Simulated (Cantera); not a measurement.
A Cantera script and its output.

```python
import numpy as np
import cantera as ct

gas = ct.Solution("gri30.yaml")
gas.TPX = 1350, 320, {'H2': 0.091, 'O2': 1, 'N2': 1.6}
reactor = ct.IdealGasConstPressureReactor(gas, energy="off", clone=False)
net = ct.ReactorNet([reactor])
net.rtol, net.atol = 1e-08, 1e-18
show = ['H2', 'O2', 'NO', 'O', 'H2O2', 'N2O']
times = np.geomspace(1e-06, 20, 13)

steps = ct.SolutionArray(gas, extra=["t"])
rows = []
print(f"{'t/s':>10s}{'T/K':>9s}{'P/Pa':>11s}" + "".join(f"{s:>11s}" for s in show))
for t in times:
    while net.time < t:
        t_next = net.step()
        steps.append(gas.state, t=t_next)
    rows.append([np.interp(t, steps.t, y) for y in (steps.T, steps.P, *steps(*show).X.T)])
    print(f"{t:10.3e}{rows[-1][0]:9.1f}{rows[-1][1]:11.4g}" + "".join(f"{x:11.3e}" for x in rows[-1][2:]))
rate = np.gradient(steps.T, steps.t)
print("integrator steps:", len(steps.t))
if steps.T.max() > steps.T[0] + 200:
    print(f"time of steepest temperature rise: {steps.t[rate.argmax()]:.4e} s")
gas.TPX = 1350, 320, {'H2': 0.091, 'O2': 1, 'N2': 1.6}
gas.equilibrate("TP")
print(f"equilibrium (TP): T = {gas.T:.1f} K  " + "  ".join(f"{s} {gas[s].X[0]:.3e}" for s in show))
```

Output:

```
       t/s      T/K       P/Pa         H2         O2         NO          O       H2O2        N2O
 1.000e-06   1350.0        320  3.382e-02  3.716e-01  2.662e-26  6.741e-14  3.699e-17  6.509e-18
 4.059e-06   1350.0        320  3.382e-02  3.716e-01  1.680e-24  1.102e-12  6.076e-16  2.646e-17
 1.648e-05   1350.0        320  3.382e-02  3.716e-01  1.140e-22  1.778e-11  9.999e-15  1.081e-16
 6.687e-05   1350.0        320  3.382e-02  3.716e-01  7.925e-21  2.704e-10  1.636e-13  4.493e-16
 2.714e-04   1350.0        320  3.382e-02  3.716e-01  5.556e-19  3.527e-09  2.669e-12  2.001e-15
 1.102e-03   1350.0        320  3.382e-02  3.716e-01  3.429e-17  4.673e-08  4.236e-11  1.110e-14
 4.472e-03   1350.0        320  3.380e-02  3.716e-01  1.206e-14  8.523e-06  6.040e-10  1.245e-13
 1.815e-02   1350.0        320  9.327e-04  3.451e-01  1.019e-08  2.160e-02  8.989e-09  7.139e-10
 7.368e-02   1350.0        320  8.504e-04  3.453e-01  8.246e-08  2.134e-02  8.589e-09  1.655e-09
 2.991e-01   1350.0        320  7.839e-04  3.467e-01  3.379e-07  1.936e-02  8.585e-09  1.728e-09
 1.214e+00   1350.0        320  5.658e-04  3.509e-01  9.540e-07  1.336e-02  8.321e-09  1.981e-09
 4.927e+00   1350.0        320  1.882e-04  3.575e-01  1.484e-06  4.199e-03  6.159e-09  2.906e-09
 2.000e+01   1350.0        320  2.161e-05  3.603e-01  1.605e-06  4.714e-04  2.215e-09  4.673e-09
integrator steps: 1098
equilibrium (TP): T = 1350.0 K  H2 2.079e-07  O2 3.605e-01  NO 6.247e-04  O 4.508e-06  H2O2 9.260e-11  N2O 2.005e-09
```

Detailed kinetics in Cantera: GRI-Mech 3.0 (53 species, 325 reactions). Radical loss at walls, strong at low pressure, is not modelled. The temperature is held fixed by assumption; the heat of reaction is taken as removed at once.
